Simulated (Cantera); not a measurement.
Mixture: CH3OH : O2 : N2 : CO2 : H2 = 1 : 1.58 : 5.94 : 0.22 : 0.087 (molar parts), at 5250 Torr, adiabatic and at constant pressure. Ignition delay is the time to a rise of 400 K.

Cantera simulation using GRI-Mech 3.0 (53 species, 325 reactions); the numbers are that mechanism's predictions, not measurements. GRI-Mech 3.0 was tuned for natural gas; its chemistry of methanol as a main component is partial and can be far from experiment.

Task: Predict: delay at 1123 K; delay at 1223 K; delay at 1323 K; delay at 1423 K; delay at 1523 K; delay at 1623 K; delay at 1723 K; apparent activation energy between 1523 and 1723 K.

Result: 
```
Property                                                Result
--------------------------------------------------  ----------
delay at 1123 K                                        6.28 ms
delay at 1223 K                                        1.20 ms
delay at 1323 K                                       0.291 ms
delay at 1423 K                                        88.3 µs
delay at 1523 K                                        32.9 µs
delay at 1623 K                                        14.4 µs
delay at 1723 K                                        7.14 µs
apparent activation energy between 1523 and 1723 K  170 kJ/mol
```
